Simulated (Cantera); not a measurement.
Feed: 1 mol SiF₄, 7.5 mol O₂, a varied amount of N₂, equilibrated at 1302 °C and 120 Pa.

Equilibrium computed with Cantera from the NASA thermochemical tables; the gas is ideal and each condensed phase is pure. Candidate condensed phases: Si, SiO₂, Si₂N₂O, Si₃N₄; 28 gas species. The tables hold silica as quartz up to 1696 K and as liquid above; real silica turns to tridymite and cristobalite and melts near 1996 K. Rates play no part.

log p: log10 of the partial pressure in bar; n: condensed amount in mol.

```csv
n(N₂) (mol),log p N₂,log p O₂,log p SiF₄,log p NO,log p O,log p F,n SiO₂(β-quartz)
5.8,-3.31,-3.20,-4.08,-5.63,-6.57,-7.53,0
8.1,-3.23,-3.27,-4.14,-5.62,-6.60,-7.56,0
11,-3.17,-3.34,-4.21,-5.62,-6.64,-7.60,0
16,-3.11,-3.44,-4.31,-5.64,-6.69,-7.65,0
22,-3.06,-3.53,-4.41,-5.67,-6.74,-7.69,?
31,-3.03,-3.64,-4.52,-5.71,-6.79,-7.75,?
43,-3.00,-3.76,-4.63,-5.75,-6.85,-7.81,?
59,-2.98,-3.88,-4.75,-5.80,-6.91,-7.87,?
83,-2.96,-4.01,-4.88,-5.86,-6.98,-7.93,?
110,-2.95,-4.12,-4.99,-5.91,-7.03,-7.99,?
```

Q: Fill in the missing entries.

A: 
- 22, n SiO₂(β-quartz): 0.000108
- 31, n SiO₂(β-quartz): 0.000123
- 43, n SiO₂(β-quartz): 0.000140
- 59, n SiO₂(β-quartz): 0.000160
- 83, n SiO₂(β-quartz): 0.000186
- 110, n SiO₂(β-quartz): 0.000211
